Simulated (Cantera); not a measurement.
Input (Python, Cantera) and output of one run.

```python
import numpy as np
import cantera as ct

gas_names = """
    AL ALCL ALCL2 ALCL3 ALH ALN AL2 AL2CL6 CL CL2 H HCL H2 N NH NH2 NH3 N2 N2H2 N2H4
""".split()
cond_names = """
    AL(cr) AL(L) ALCL3(s) ALCL3(L) ALN(s) NH4CL(a) NH4CL(b)
""".split()


# ... load() reads the species with a 1 bar reference pressure and builds the phases ...
atoms = {
    'AlCl3': {'AL': 1, 'CL': 3},
    'NH3': {'N': 1, 'H': 3},
    'N2': {'N': 2},
}
top_T = {'ALN(s)': 2750}  # K; cautious upper limits of use, not melting points


# ... equilibrate(T, P, feed) seeds the gas with the atoms and calls Mixture.equilibrate('TP', solver="vcs", rtol=1e-11, max_steps=5000) ...
results = []
feed = {'AlCl3': 1, 'NH3': 170, 'N2': 66}  # mol
P = 1000  # Pa
for T in [1350, 1375, 1400, 1425, 1450, 1475, 1500, 1525, 1550, 1575]:
    mix = equilibrate(T, P, feed)
    results.append((T, P, feed, dict(zip(mix.species_names, mix.species_moles))))

top = {s: max(r[3][s] / sum(r[3][g] for g in gas_names) for r in results) for s in gas_names}
cols = sorted((s for s in top if top[s] > 1e-06), key=lambda s: -top[s])[:5]
seen = [c for c in cond_names if any(r[3].get(c, 0) > 1e-12 for r in results)]
print("log10 of partial pressures in bar; condensed amounts in mol")
print(f"{'T/K':>10s}" + "".join(f"{s[:9]:>10s}" for s in cols + seen))
for T, P, feed, n in results:
    ng = sum(n[g] for g in gas_names)
    print(f"{T:10.4g}" + "".join(f"{np.log10(max(n[s] / ng * P / 1e5, 1e-99)):10.3f}" for s in cols)
          + "".join(f"{n.get(c, 0):10.4g}" for c in seen))
```

Output:

```
log10 of partial pressures in bar; condensed amounts in mol
       T/K        H2        N2       HCL      ALCL         H    ALN(s)
      1350    -2.206    -2.432    -4.140    -6.348    -6.726      0.97
      1375    -2.206    -2.432    -4.142    -6.105    -6.568    0.9549
      1400    -2.206    -2.432    -4.146    -5.871    -6.416    0.9304
      1425    -2.206    -2.432    -4.152    -5.649    -6.269    0.8917
      1450    -2.206    -2.432    -4.162    -5.437    -6.127    0.8322
      1475    -2.206    -2.432    -4.176    -5.239    -5.990    0.7435
      1500    -2.206    -2.432    -4.197    -5.054    -5.857    0.6167
      1525    -2.206    -2.432    -4.228    -4.886    -5.729    0.4444
      1550    -2.206    -2.432    -4.269    -4.735    -5.605    0.2238
      1575    -2.206    -2.432    -4.316    -4.622    -5.484         0
```

Method: chemical equilibrium by Gibbs-energy minimisation in Cantera with the NASA 1993 tables (ideal gas, pure condensed phases). The tables' values for AlCl2 are old estimates; treat these amounts as uncertain.
